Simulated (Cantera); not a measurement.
Ignition delay

Mixture: 32.0 % CO, 5.44 % H2, 11.7 % O2, 42.2 % N2, 8.64 % H2O, equivalence ratio 1.6, at 12.0 bar, adiabatic and at constant volume. Ignition delay is the time to a rise of 400 K.

Detailed kinetics in Cantera: GRI-Mech 3.0 (53 species, 325 reactions). The hydrogen kinetics of GRI-Mech 3.0 are dated; newer H2 mechanisms differ, most at raised pressure. The pressure lies above the range GRI-Mech 3.0 was tuned for (to about 10 atm).

```csv
T0 (K),delay (ms)
1023,2.10
1098,0.471
1173,0.123
1248,0.0363
1323,0.0127
1398,0.00590
1473,0.00353
```

apparent activation energy between 1323 and 1473 K: 140 kJ/mol
